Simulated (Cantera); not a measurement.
## Pyrogenic steam for wet oxidation

An isothermal, constant-pressure homogeneous reactor starts with H₂ : O₂ : N₂ = 0.36 : 1 : 7.7 (molar parts), at 1100 K and 100.0 Torr.

Computed with Cantera and the H2/O2 subset of GRI-Mech 3.0, which has no nitrogen chemistry. The temperature is held fixed by assumption; the heat of reaction is taken as removed at once.

```tsv
t (s)	x H₂	x O₂	x H	x H₂O	x O
0.000400	0.0397	0.110	7.11e-8	1.06e-7	3.21e-8
0.00132	0.0174	0.0994	0.00978	0.0167	0.00400
0.00434	0.000512	0.0919	0.000735	0.0393	0.00119
0.0143	3.59e-5	0.0923	9.64e-6	0.0404	7.28e-5
0.0470	2.90e-6	0.0923	2.71e-7	0.0405	6.71e-6
0.155	3.25e-7	0.0923	1.63e-8	0.0405	1.04e-6
0.510	5.73e-8	0.0923	1.62e-9	0.0405	2.25e-7
1.68	1.35e-8	0.0923	2.12e-10	0.0405	5.80e-8
5.53	3.68e-9	0.0923	3.19e-11	0.0405	1.64e-8
18.2	1.14e-9	0.0923	5.69e-12	0.0405	5.16e-9
60.0	5.40e-10	0.0923	1.85e-12	0.0405	2.36e-9
```
x: mole fraction; the columns are a selection and need not sum to one.

Equilibrium at this temperature and pressure: H₂ 4.85e-10, O₂ 0.0923, H 1.57e-12, H₂O 0.0405, O 2.09e-9 (gas phase only).
